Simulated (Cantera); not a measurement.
Input: 1 mol Fe2O3, 4.2 mol CH4, 0.016 mol CO, equilibrated at 0.820 bar.

Cantera equilibrium calculation (NASA polynomials, part measured and part estimated; ideal gas, pure solids and liquids). Candidate condensed phases: C, C6H6, C7H8, C8H18, Fe, Fe(CO)5, FeO, Fe(OH)2, Fe(OH)3, Fe2O3, Fe3O4, H2O; 114 gas species. Iron dissolves carbon and melts from about 1420 K in contact with it, which pure phases cannot show. Condensed phases not in the tables: cementite and carbon dissolved in iron. The numbers say what is thermodynamically allowed, not how fast it happens. All values below are at 1898 K.

Base state: H2 0.734, CO 0.264, H 0.000740, C2H2 (acetylene) 0.000276, CH4 0.000250, Fe 0.000133, H2O 2.86e-5 (mole fractions); condensed: C(graphite) + Fe(l).

Task: What changes in the equilibrium state with this change: CH4 from 4.2 to 0.43 mol?

Result: 
```json
[
 {"species": "H2O", "before": "2.86e-5", "after": "0.360"},
 {"species": "H2", "before": "0.734", "after": "0.298"},
 {"species": "CO", "before": "0.264", "after": "0.265"},
 {"species": "CO2", "before": "2.45e-6", "after": "0.0762"},
 {"species": "Fe(OH)2", "before": "<1e-9", "after": "8.76e-5"},
 {"species": "C2H2 (acetylene)", "before": "0.000276", "after": "<1e-9"},
 {"species": "CH4", "before": "0.000250", "after": "1.33e-9"},
 {"species": "OH", "before": "2.36e-9", "after": "4.66e-5"},
 {"species": "Fe", "before": "0.000133", "after": "5.07e-5"},
 {"species": "H", "before": "0.000740", "after": "0.000471"},
 {"species": "C(graphite), mol", "before": "1.19", "after": "0"},
 {"species": "Fe(l), mol", "before": "2.00", "after": "0"},
 {"species": "FeO(l), mol", "before": "0", "after": "2.00"}
]
```
The tables' stoichiometric FeO is somewhat more stable than real wüstite, so its field is too wide. FeO: taken at fixed stoichiometry.

Task: What changes in the equilibrium state with this change: Fe2O3 replaced by Ta2O5?

Result: 
```json
[
 {"species": "H2", "before": "0.734", "after": "0.732"},
 {"species": "CO", "before": "0.264", "after": "0.263"},
 {"species": "H2O", "before": "2.86e-5", "after": "0.00403"},
 {"species": "Fe", "before": "0.000133", "after": "0"},
 {"species": "C2H2 (acetylene)", "before": "0.000276", "after": "1.37e-8"},
 {"species": "CH4", "before": "0.000250", "after": "1.75e-6"},
 {"species": "C(graphite), mol", "before": "1.19", "after": "0"},
 {"species": "Fe(l), mol", "before": "2.00", "after": "0"},
 {"species": "TaC(s), mol", "before": "0", "after": "1.21"},
 {"species": "Ta2O5(s), mol", "before": "0", "after": "0.393"}
]
```
Mutual solubility and eutectic melting of coexisting phases are not modelled. TaC: taken at fixed stoichiometry. Condensed phases not in the tables: Ta2C. Further candidate phases: Ta, TaC, Ta2O5.
